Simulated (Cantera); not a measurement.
What does this Cantera script print?

```python
import numpy as np
import cantera as ct

gas_names = """
    AL ALH ALN AL2 H H2 N NH NH2 NH3 N2 N2H2 N2H4
""".split()
cond_names = """
    AL(cr) AL(L) ALN(s)
""".split()


# ... load() reads the species with a 1 bar reference pressure and builds the phases ...
atoms = {
    'AlN': {'AL': 1, 'N': 1},
    'H2': {'H': 2},
}
top_T = {'ALN(s)': 2750}  # K; cautious upper limits of use, not melting points


# ... equilibrate(T, P, feed) seeds the gas with the atoms and calls Mixture.equilibrate('TP', solver="vcs", rtol=1e-11, max_steps=5000) ...
results = []
T = 2100  # K
P = 10000  # Pa
for m in [7.1, 10, 14, 20, 29, 41, 57, 81, 120]:
    feed = {'AlN': 1, 'H2': m}  # mol
    mix = equilibrate(T, P, feed)
    results.append((T, P, feed, dict(zip(mix.species_names, mix.species_moles))))

top = {s: max(r[3][s] / sum(r[3][g] for g in gas_names) for r in results) for s in gas_names}
cols = sorted((s for s in top if top[s] > 1e-06), key=lambda s: -top[s])[:8]
seen = [c for c in cond_names if any(r[3].get(c, 0) > 1e-12 for r in results)]
print("log10 of partial pressures in bar; condensed amounts in mol")
print(f"{'n(H2)':>10s}" + "".join(f"{s[:9]:>10s}" for s in cols + seen))
for T, P, feed, n in results:
    ng = sum(n[g] for g in gas_names)
    print(f"{feed['H2']:10.4g}" + "".join(f"{np.log10(max(n[s] / ng * P / 1e5, 1e-99)):10.3f}" for s in cols)
          + "".join(f"{n.get(c, 0):10.4g}" for c in seen))
```

Output:

```
log10 of partial pressures in bar; condensed amounts in mol
     n(H2)        H2        AL        N2         H       ALH       AL2    ALN(s)
       7.1    -1.026    -2.512    -2.784    -3.020    -3.670    -5.756    0.7532
        10    -1.026    -2.512    -2.784    -3.020    -3.670    -5.756    0.6524
        14    -1.026    -2.512    -2.784    -3.020    -3.670    -5.756    0.5134
        20    -1.026    -2.512    -2.784    -3.020    -3.670    -5.756    0.3049
        29    -1.026    -2.516    -2.787    -3.020    -3.673    -5.762         0
        41    -1.020    -2.660    -2.931    -3.016    -3.814    -6.051         0
        57    -1.016    -2.799    -3.070    -3.014    -3.951    -6.329         0
        81    -1.012    -2.948    -3.219    -3.013    -4.099    -6.628         0
       120    -1.010    -3.116    -3.388    -3.011    -4.265    -6.964         0
```

Method: chemical equilibrium by Gibbs-energy minimisation in Cantera with the NASA 1993 tables (ideal gas, pure condensed phases).
